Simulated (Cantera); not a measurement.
What does this Cantera script print?

```python
import numpy as np
import cantera as ct

gas_names = [...]  # 91 gases of nasa_gas.yaml made of C, Cl, H
cond_names = """
    C(gr) C6H6(L) C7H8(L) C8H18(L),n-octa
""".split()


# ... load() reads the species with a 1 bar reference pressure and builds the phases ...
atoms = {
    'CH3Cl': {'C': 1, 'H': 3, 'CL': 1},
    'HCl': {'H': 1, 'CL': 1},
    'H2': {'H': 2},
}
top_T = {'C(gr)': 4500}  # K; cautious upper limits of use, not melting points


# ... equilibrate(T, P, feed) seeds the gas with the atoms and calls Mixture.equilibrate('TP', solver="vcs", rtol=1e-11, max_steps=5000) ...
results = []
feed = {'CH3Cl': 1, 'HCl': 0.026, 'H2': 16}  # mol
P = 59  # Pa
for T in [1398, 1598, 1798, 1998, 2198, 2398, 2598, 2798, 2998, 3198, 3398]:
    mix = equilibrate(T, P, feed)
    results.append((T, P, feed, dict(zip(mix.species_names, mix.species_moles))))
    x = sorted(zip(gas.X, gas.species_names), reverse=True)
    print(f"T = {T:g} K  P = {P:g} Pa  gas = {mix.phase_moles(0):.4g} mol")
    print("   x: " + "  ".join(f"{s} {v:.3e}" for v, s in x if v > 1e-05))
    print("   condensed (mol): " + ("  ".join(f"{mix.phase(i).name} {mix.phase_moles(i):.4g}"
          for i in range(1, mix.n_phases) if mix.phase_moles(i) > 1e-12) or "none"))
```

Result:

```
T = 1398 K  P = 59 Pa  gas = 18.03 mol
   x: H2 9.429e-01  HCL 5.690e-02  H 1.892e-04
   condensed (mol): C(gr) 0.9999
T = 1598 K  P = 59 Pa  gas = 18.05 mol
   x: H2 9.410e-01  HCL 5.675e-02  H 2.126e-03  CL 1.014e-04  C2H2,acetylene 2.535e-05
   condensed (mol): C(gr) 0.9991
T = 1798 K  P = 59 Pa  gas = 18.16 mol
   x: H2 9.294e-01  HCL 5.586e-02  H 1.397e-02  CL 6.431e-04  C2H2,acetylene 1.603e-04
   condensed (mol): C(gr) 0.9942
T = 1998 K  P = 59 Pa  gas = 18.63 mol
   x: H2 8.822e-01  H 6.203e-02  HCL 5.233e-02  CL 2.741e-03  C2H2,acetylene 6.688e-04
   condensed (mol): C(gr) 0.975
T = 2198 K  P = 59 Pa  gas = 20.1 mol
   x: H2 7.487e-01  H 1.984e-01  HCL 4.279e-02  CL 8.251e-03  C2H2,acetylene 1.898e-03  C2H 1.732e-05
   condensed (mol): C(gr) 0.9225
T = 2398 K  P = 59 Pa  gas = 23.64 mol
   x: H2 4.959e-01  H 4.568e-01  HCL 2.620e-02  CL 1.721e-02  C2H2,acetylene 3.426e-03  C2H 1.807e-04  C3 1.607e-04  C 6.536e-05  C2 1.453e-05
   condensed (mol): C(gr) 0.8147
T = 2598 K  P = 59 Pa  gas = 29.33 mol
   x: H 7.353e-01  H2 2.201e-01  CL 2.451e-02  HCL 1.047e-02  C3 3.647e-03  C2H2,acetylene 3.541e-03  C2H 1.037e-03  C 1.031e-03  C2 3.424e-04  C4H2 2.361e-05  C5 1.637e-05  CH 1.135e-05
   condensed (mol): C(gr) 0.3538
T = 2798 K  P = 59 Pa  gas = 33.98 mol
   x: H 8.854e-01  H2 7.007e-02  CL 2.709e-02  C3 6.190e-03  C 5.368e-03  HCL 3.105e-03  C2 1.230e-03  C2H 8.907e-04  C2H2,acetylene 5.604e-04  CH 2.215e-05  C5 1.419e-05
   condensed (mol): none
T = 2998 K  P = 59 Pa  gas = 35.98 mol
   x: H 9.308e-01  CL 2.762e-02  H2 2.075e-02  C 1.499e-02  C3 2.912e-03  C2 1.663e-03  HCL 9.040e-04  C2H 3.121e-04  C2H2,acetylene 4.060e-05  CH 2.364e-05
   condensed (mol): none
T = 3198 K  P = 59 Pa  gas = 36.73 mol
   x: H 9.400e-01  CL 2.764e-02  C 2.402e-02  H2 6.674e-03  C2 9.201e-04  C3 4.164e-04  HCL 2.915e-04  C2H 5.127e-05  CH 1.577e-05
   condensed (mol): none
T = 3398 K  P = 59 Pa  gas = 36.95 mol
   x: H 9.431e-01  CL 2.766e-02  C 2.639e-02  H2 2.422e-03  C2 2.867e-04  HCL 1.066e-04  C3 2.845e-05
   condensed (mol): none
```

Cantera equilibrium calculation (NASA polynomials, part measured and part estimated; ideal gas, pure solids and liquids).
